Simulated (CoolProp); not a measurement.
Vapour-liquid equilibrium of isohexane (1) + n-heptane (2) at 0.0136 MPa; x and y are mole fractions of (1).

Model: multi-fluid Helmholtz-energy mixture model, Lemmon 2006 and Span 2003; pair parameters Bell 2016, in CoolProp.

**Question.** Give the bubble temperature and the first vapour's composition at x = 0.05, 0.35, 0.85. Is there an azeotrope?

**Answer.** x = 0.05: 312.0 K, y = 0.179; x = 0.35: 297.8 K, y = 0.710; x = 0.85: 284.5 K, y = 0.967. No azeotrope shows between x = 0.05 and 0.95.

Pair parameters are fitted to limited data, so mixtures are less certain than the pure fluids.
